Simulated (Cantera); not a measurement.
## Equilibrium for silicon epitaxy and polysilicon growth: SiHCl3 + Cl2 + N2

A closed system holds: 1 mol SiHCl3, 0.087 mol Cl2, a varied amount of N2, held at 900 K and 750 Torr.

Equilibrium computed with Cantera from the NASA thermochemical tables; the gas is ideal and each condensed phase is pure. Candidate condensed phases: NH4Cl, Si, Si3N4; 28 gas species. N2 is the only nitrogen source here; it is nearly inert below about 1500 K, so the nitride shown seldom forms there in practice. Equilibrium is a limit: real reactors are often held back by kinetics, nucleation or transport.

From 4.3 mol N2 to 88 mol N2 the condensed part is Si3N4(s). The main Si-bearing gas is SiCl4 throughout. The share of Si in condensed phases is highest at 88 mol N2 (42.1 %) and lowest at 4.3 mol N2 (36.9 %).

```json
[
 {"n(N2) (mol)": "4.3", "x N2": "0.736", "x HCl": "0.118", "x SiCl4": "0.114", "x H2": "0.0315", "x SiHCl3": "8.65e-5", "x NH3": "5.81e-6", "x SiCl3": "2.03e-6", "x SiH2Cl2": "6.21e-9", "n Si3N4(s)": "0.123"},
 {"n(N2) (mol)": "6", "x N2": "0.797", "x HCl": "0.0940", "x SiCl4": "0.0865", "x H2": "0.0223", "x SiHCl3": "5.82e-5", "x NH3": "3.60e-6", "x SiCl3": "1.62e-6", "x SiH2Cl2": "3.72e-9", "n Si3N4(s)": "0.125"},
 {"n(N2) (mol)": "8.4", "x N2": "0.847", "x HCl": "0.0732", "x SiCl4": "0.0642", "x H2": "0.0154", "x SiHCl3": "3.83e-5", "x NH3": "2.12e-6", "x SiCl3": "1.28e-6", "x SiH2Cl2": "2.16e-9", "n Si3N4(s)": "0.127"},
 {"n(N2) (mol)": "12", "x N2": "0.888", "x HCl": "0.0553", "x SiCl4": "0.0462", "x H2": "0.0102", "x SiHCl3": "2.41e-5", "x NH3": "1.17e-6", "x SiCl3": "9.95e-7", "x SiH2Cl2": "1.20e-9", "n Si3N4(s)": "0.130"},
 {"n(N2) (mol)": "16", "x N2": "0.914", "x HCl": "0.0437", "x SiCl4": "0.0352", "x H2": "0.00720", "x SiHCl3": "1.65e-5", "x NH3": "7.07e-7", "x SiCl3": "8.07e-7", "x SiH2Cl2": "7.31e-10", "n Si3N4(s)": "0.131"},
 {"n(N2) (mol)": "23", "x N2": "0.939", "x HCl": "0.0321", "x SiCl4": "0.0247", "x H2": "0.00459", "x SiHCl3": "1.01e-5", "x NH3": "3.65e-7", "x SiCl3": "6.17e-7", "x SiH2Cl2": "3.88e-10", "n Si3N4(s)": "0.134"},
 {"n(N2) (mol)": "32", "x N2": "0.955", "x HCl": "0.0241", "x SiCl4": "0.0179", "x H2": "0.00302", "x SiHCl3": "6.37e-6", "x NH3": "1.96e-7", "x SiCl3": "4.82e-7", "x SiH2Cl2": "2.16e-10", "n Si3N4(s)": "0.135"},
 {"n(N2) (mol)": "45", "x N2": "0.968", "x HCl": "0.0177", "x SiCl4": "0.0127", "x H2": "0.00194", "x SiHCl3": "3.95e-6", "x NH3": "1.02e-7", "x SiCl3": "3.73e-7", "x SiH2Cl2": "1.16e-10", "n Si3N4(s)": "0.137"},
 {"n(N2) (mol)": "63", "x N2": "0.977", "x HCl": "0.0131", "x SiCl4": "0.00908", "x H2": "0.00124", "x SiHCl3": "2.45e-6", "x NH3": "5.25e-8", "x SiCl3": "2.89e-7", "x SiH2Cl2": "6.28e-11", "n Si3N4(s)": "0.139"},
 {"n(N2) (mol)": "88", "x N2": "0.983", "x HCl": "0.00962", "x SiCl4": "0.00649", "x H2": "0.000794", "x SiHCl3": "1.52e-6", "x NH3": "2.69e-8", "x SiCl3": "2.25e-7", "x SiH2Cl2": "3.38e-11", "n Si3N4(s)": "0.140"}
]
```
x: gas mole fraction; n: condensed amount in mol.
